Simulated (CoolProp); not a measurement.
Vapour-liquid equilibrium of propylene (1) + R22 (2) at 3.76 bar; x and y are mole fractions of (1).

Model: multi-fluid Helmholtz-energy mixture model, Lemmon 2013 and Kamei 1995; pair parameters Bell 2016, in CoolProp.

```tsv
x	bubble temperature (°C)	y at the bubble point	dew temperature at overall composition x (°C)	liquid density (mol/L)
0.05	-9.3	0.076	-8.9	15.05
0.125	-10.4	0.177	-9.8	14.92
0.2	-11.4	0.265	-10.7	14.78
0.275	-12.2	0.343	-11.5	14.65
0.35	-12.8	0.414	-12.2	14.51
0.425	-13.4	0.481	-12.9	14.38
0.5	-13.8	0.545	-13.5	14.25
0.575	-14.1	0.607	-13.9	14.12
0.65	-14.3	0.669	-14.2	14.00
0.725	-14.4	0.732	-14.4	13.88
0.8	-14.5	0.798	-14.5	13.76
0.875	-14.4	0.868	-14.4	13.64
0.95	-14.2	0.945	-14.2	13.53
```

y crosses x between x = 0.725 and 0.8: the model has an azeotrope there.

Pair parameters are fitted to limited data, so mixtures are less certain than the pure fluids.
